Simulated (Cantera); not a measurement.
Source: NASA polynomial tables (part measured, part estimated), evaluated in Cantera. Values are per mole of reaction as written; species without (g) are pure solids or liquids, kept so even where they would boil at 1 bar. TiC: taken at fixed stoichiometry.

TiC + 4 Cl2(g) → TiCl4 + CCl4(g)

```csv
T (K),ΔH° (kJ),ΔS° (J/K),ΔG° (kJ),log10 K
423,(withheld),(withheld),(withheld),(withheld)
448,(withheld),(withheld),(withheld),(withheld)
473,-706.1,-328.1,-550.9,60.83
498,-704.7,-325.3,-542.7,56.92
523,-703.3,-322.6,-534.6,53.39
548,(withheld),(withheld),(withheld),(withheld)
```

**Question.** Fill in the missing entries.

**Answer.** 
- 423, ΔH° (kJ): -708.8
- 423, ΔS° (J/K): -334.2
- 423, ΔG° (kJ): -567.4
- 423, log10 K: 70.07
- 448, ΔH° (kJ): -707.4
- 448, ΔS° (J/K): -331.0
- 448, ΔG° (kJ): -559.1
- 448, log10 K: 65.19
- 548, ΔH° (kJ): -702.0
- 548, ΔS° (J/K): -320.1
- 548, ΔG° (kJ): -526.6
- 548, log10 K: 50.19
